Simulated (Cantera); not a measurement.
Input: 1 mol B, 3.4 mol NH3, 1.3 mol O2, at 6900 Pa.

These are equilibrium values from Cantera (NASA tables, ideal gas, pure condensed phases), not measurements of a reactor. Candidate condensed phases: B, BN, B2O3, B3O3H3, H2O; 39 gas species. Gases not in the tables: H3BO3. Equilibrium is a limit: real reactors are often held back by kinetics, nucleation or transport.

x: gas mole fraction; n: condensed amount in mol.

```csv
T (K),x H2,x N2,x H2O,x HBO2,x H,x B2O3,n B2O3(l)
1423,0.583,0.248,0.151,0.0175,1.93e-5,5.95e-5,0.439
1523,0.575,0.245,0.137,0.0418,6.67e-5,0.000500,0.350
1623,0.561,0.239,0.112,0.0843,0.000197,0.00318,0.175
1723,0.546,0.233,0.0928,0.117,0.000513,0.00930,0
1823,0.545,0.233,0.0946,0.114,0.00122,0.0105,0
1923,0.543,0.233,0.0966,0.111,[?],[?],0
2023,0.540,0.232,0.0986,0.107,0.00531,0.0126,0
2123,0.535,0.232,0.101,0.103,0.00999,0.0133,0
2223,0.527,0.230,0.103,0.0992,[?],0.0138,0
2323,0.515,0.229,0.105,0.0944,0.0298,0.0138,0
2423,0.498,0.226,0.107,0.0885,0.0477,0.0134,0
```

Question: Fill in the missing entries.

Answer: 
- 1923, x H: 0.00264
- 1923, x B2O3: 0.0116
- 2223, x H: 0.0177
